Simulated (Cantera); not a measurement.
A closed system holds: 1 mol CH3F, 0.015 mol CH4, held at 2573.15 K and 0.110 bar.

Equilibrium computed with Cantera from the NASA thermochemical tables; the gas is ideal and each condensed phase is pure. Candidate condensed phases: C, C6H6, C7H8, C8H18; 95 gas species. Kinetics and transport are ignored.

Base state: HF 0.475, H2 0.448, H 0.0694, C2H2 (acetylene) 0.00654, F 0.000185, C2H 8.45e-5, C4H2 3.95e-5, C3 1.36e-5 (mole fractions); condensed: C(graphite).

Problem. What changes in the equilibrium state with this change: temperature from 2573.15 K to 1400 K?

Solution. 
```tsv
species	before	after
H2	0.448	0.507
HF	0.475	0.493
CH4	2.96e-6	0.000122
H	0.0694	1.04e-5
F	0.000185	<1e-9
C2H	8.45e-5	<1e-9
C4H2	3.95e-5	<1e-9
C3	1.36e-5	<1e-9
C2H2 (acetylene)	0.00654	1.28e-6
C(graphite), mol	0.987	1.01
```

Problem. What changes in the equilibrium state with this change: temperature from 2573.15 K to 850 K?

Solution. 
```tsv
species	before	after
HF	0.475	0.500
H2	0.448	0.484
CH4	2.96e-6	0.0160
H	0.0694	<1e-9
C2H2 (acetylene)	0.00654	<1e-9
F	0.000185	<1e-9
C(graphite), mol	0.987	0.983
```

Problem. What changes in the equilibrium state with this change: temperature from 2573.15 K to 2800 K?

Solution. 
| species | before | after |
|---|---|---|
| HF | 0.475 | 0.454 |
| H2 | 0.448 | 0.379 |
| H | 0.0694 | 0.152 |
| C2H2 (acetylene) | 0.00654 | 0.0127 |
| C2 | 1.27e-6 | 2.80e-5 |
| C3 | 1.36e-5 | 0.000287 |
| C | 4.02e-6 | 5.99e-5 |
| C2H | 8.45e-5 | 0.000640 |
| CF | 7.51e-6 | 5.64e-5 |
| C(graphite), mol | 0.987 | 0.952 |
